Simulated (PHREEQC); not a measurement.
# Brine

Dissolve 3.4 mol/kgw LiBr, 0.013 mol/kgw H3BO3 and 0.069 mol/kgw MgCl2 at 25 °C and 300 atm. Closed to the air; pH follows from the charge balance.

Equilibrium calculation in PHREEQC: Pitzer model, pitzer.dat.

| Item | Result |
|---|---|
| pH | 4.50 |
| ionic strength | 3.61 mol/kgw |
| activity of water | 0.829 |
| density | 1.202 g/cm³ |
| osmotic coefficient | 1.480 |

| species | molality | activity | log γ |
|---|---|---|---|
| Br- | 3.40 | 2.30 | -0.170 |
| Li+ | 3.40 | 12.9 | 0.580 |
| Cl- | 0.138 | 0.0796 | -0.239 |
| Mg+2 | 0.0690 | 0.337 | 0.689 |
| B(OH)3 | 0.0130 | 0.0133 | 0.011 |
| H+ | 6.18e-6 | 3.13e-5 | 0.704 |
| MgB(OH)4+ | 3.21e-6 | 2.79e-6 | -0.061 |

This is a speciation only: nothing precipitates in the calculation. In brines, pH and single-ion activities rest on the MacInnes convention. Under pressure, the constants of complexes without a molar volume in the database are unreliable.
